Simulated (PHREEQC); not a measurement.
Solution (25 °C): 0.011 mol/kgw KOH, 0.00017 mol/kgw K2SO4 and 0.0028 mol/kgw Cu(BF4)2. Closed to the air; pH follows from the charge balance.

All values are PHREEQC results (ion-association model, wateq4f.dat), not measurements.

No solid was allowed to form.

Order these F species by the share of F that they hold, largest first: BF2(OH)2-, BF4-, HF, BF3OH-, F-.

F- (62 %), BF4- (18 %), BF2(OH)2- (8.3 %), BF3OH- (6.7 %), HF (3.3 %)

The pH is 4.38 and the ionic strength 0.0191 mol/kgw. Real BF4- forms and hydrolyses slowly; the run takes it at equilibrium.
